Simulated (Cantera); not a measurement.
Input: 1 mol CF₄, held at 5.70 mbar.

Method: chemical equilibrium by Gibbs-energy minimisation in Cantera with the NASA 1993 tables (ideal gas, pure condensed phases). Candidate condensed phases: C; 13 gas species. Gases not in the tables: C₂F₆ and larger saturated fluorocarbons. Kinetics and transport are ignored.

### Question
Which condensed phases are stable at each of these points (T (K)): 900, 1100, 1300, 1500, 1700, 1900, 2100, 2300, 2500?

### Answer
| T (K) | condensed phases | C condensed (%) |
|---|---|---|
| 900 | gas only | 0.0 |
| 1100 | gas only | 0.0 |
| 1300 | gas only | 0.0 |
| 1500 | gas only | 0.0 |
| 1700 | gas only | 0.0 |
| 1900 | gas only | 0.0 |
| 2100 | gas only | 0.0 |
| 2300 | gas only | 0.0 |
| 2500 | C(graphite) | 1.1 |

From 900 K to 2300 K nothing is condensed. At 2500 K the condensed part is C(graphite).
